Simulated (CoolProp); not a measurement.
Computed with CoolProp (reference Helmholtz-energy equation of state, Thol 2015).

Task: For octamethylcyclotetrasiloxane (D4), give the phase and the Joule-Thomson coefficient (K/MPa), expansivity (1/kK), fugacity coefficient at 153.15 °C and 101 kPa; 218.35 °C and 101 kPa; 229.25 °C and 101 kPa.

Result: 
- 153.15 °C and 101 kPa: liquid; Joule-Thomson coefficient -0.187, expansivity 1.67, fugacity coefficient 0.521
- 218.35 °C and 101 kPa: gas; Joule-Thomson coefficient 16.0, expansivity 2.49, fugacity coefficient 0.949
- 229.25 °C and 101 kPa: gas; Joule-Thomson coefficient 14.7, expansivity 2.39, fugacity coefficient 0.953
